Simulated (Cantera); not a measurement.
# Thermodynamics of oxide etching and cleaning by halides, feed B₂O₃ + HF + H₂ + F₂

Feed: 1 mol B₂O₃, 12 mol HF, 0.34 mol H₂, 1.6 mol F₂, at 1598.15 K and 10.0 mbar.

Method: chemical equilibrium by Gibbs-energy minimisation in Cantera with the NASA 1993 tables (ideal gas, pure condensed phases). Candidate condensed phases: B, B₂O₃, B₃O₃H₃, H₂O; 43 gas species. Gases not in the tables: H₃BO₃. Equilibrium is a limit: real reactors are often held back by kinetics, nucleation or transport.

- x(HF) = 0.792
- x(BOF) = 0.0841
- x(BF₃) = 0.0494
- x(O₂) = 0.0424
- x(H₂O) = 0.0306
- x(HBO₂) = 0.00116
- x(OH) = 0.000205
- x(BOF₂) = 5.43e-5
- x(O) = 2.92e-5
- gas amount = 14.84 mol
- log10 activity of B(s) (absent) = -13.96
- log10 activity of B₃O₃H₃(s) (absent) = -34.44
